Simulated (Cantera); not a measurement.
## Al2O3 + H2 + H2O (hydrogen reduction and annealing atmospheres)

Input: 1 mol Al2O3, 110 mol H2, 0.34 mol H2O, equilibrated at 2150 K and 7700 Pa.

Cantera equilibrium calculation (NASA polynomials, part measured and part estimated; ideal gas, pure solids and liquids). Candidate condensed phases: Al, Al2O3, H2O; 19 gas species. The tables' values for AlOH are old estimates; treat these amounts as uncertain. The numbers say what is thermodynamically allowed, not how fast it happens.

```
Property                             Result
--------------------------------  ---------
x(H2)                                 0.982
x(H)                                 0.0151
x(H2O)                              0.00320
x(Al)                               6.76e-5
x(AlOH)                             2.99e-5
x(Al2O)                             1.36e-5
x(OH)                               6.34e-6
x(AlH)                              3.83e-6
n(Al2O3(s))                       0.993 mol
gas amount                        111.2 mol
log10 activity of Al(l) (absent)      -3.61
```
